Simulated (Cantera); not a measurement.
# Oxide etching and cleaning by halides: SiO2 + HF + N2

Input: 1 mol SiO2, a varied amount of HF, 0.61 mol N2, equilibrated at 1273.15 K and 15.8 Torr.

Equilibrium computed with Cantera from the NASA thermochemical tables; the gas is ideal and each condensed phase is pure. Candidate condensed phases: H2O, Si, SiO2, Si2N2O, Si3N4; 58 gas species. The tables hold silica as quartz up to 1696 K and as liquid above; real silica turns to tridymite and cristobalite and melts near 1996 K. The numbers say what is thermodynamically allowed, not how fast it happens.

| n(HF) (mol) | x HF | x N2 | x H2O | x SiF4 | n SiO2(β-quartz) |
|---|---|---|---|---|---|
| 1.8 | 0.572 | 0.267 | 0.108 | 0.0538 | 0.877 |
| 2.4 | 0.610 | 0.215 | 0.117 | 0.0586 | 0.833 |
| 3.1 | 0.638 | 0.175 | 0.125 | 0.0623 | 0.782 |
| 4.1 | 0.665 | 0.138 | 0.132 | 0.0658 | 0.709 |
| 5.5 | 0.687 | 0.107 | 0.137 | 0.0687 | 0.607 |
| 7.2 | 0.703 | 0.0836 | 0.142 | 0.0709 | 0.483 |
| 9.6 | 0.717 | 0.0641 | 0.146 | 0.0728 | 0.307 |
| 13 | 0.729 | 0.0482 | 0.149 | 0.0744 | 0.0579 |
| 17 | 0.783 | 0.0367 | 0.120 | 0.0602 | 0 |
| 22 | 0.833 | 0.0282 | 0.0925 | 0.0463 | 0 |
x: gas mole fraction; n: condensed amount in mol.

From 1.8 mol HF to 13 mol HF the condensed part is SiO2(β-quartz). From 17 mol HF to 22 mol HF nothing is condensed. The main Si-bearing gas is SiF4 throughout.
